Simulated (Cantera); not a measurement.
Charge: 1 mol Fe₂O₃, 3.2 mol H₂S, 1.8 mol H₂O, equilibrated at 1075 K and 101000 Pa.

These are equilibrium values from Cantera (NASA tables, ideal gas, pure condensed phases), not measurements of a reactor. Candidate condensed phases: Fe, FeO, Fe(OH)₂, Fe(OH)₃, FeS, FeSO₄, FeS₂, Fe₂O₃, Fe₂(SO₄)₃, Fe₃O₄, H₂O, H₂SO₄, S; 22 gas species. FeS: taken at fixed stoichiometry. Gases not in the tables: S₃ to S₇. The numbers say what is thermodynamically allowed, not how fast it happens.

Base state: H₂O 0.805, H₂S 0.110, SO₂ 0.0404, S₂ 0.0350, H₂ 0.00912, S₂O 0.000920, SH 2.74e-5, SO 1.58e-5 (mole fractions); condensed: FeS(s).

**Question.** What changes in the equilibrium state with this change: H₂O from 1.8 to 5.9 mol?

**Answer.** 
```tsv
species	before	after
H₂O	0.805	0.878
H₂S	0.110	0.0696
SO₂	0.0404	0.0287
S₂	0.0350	0.0136
S₂O	0.000920	0.000381
SH	2.74e-5	1.72e-5
SO	1.58e-5	1.05e-5
FeS(s), mol	2.00	2.00
```
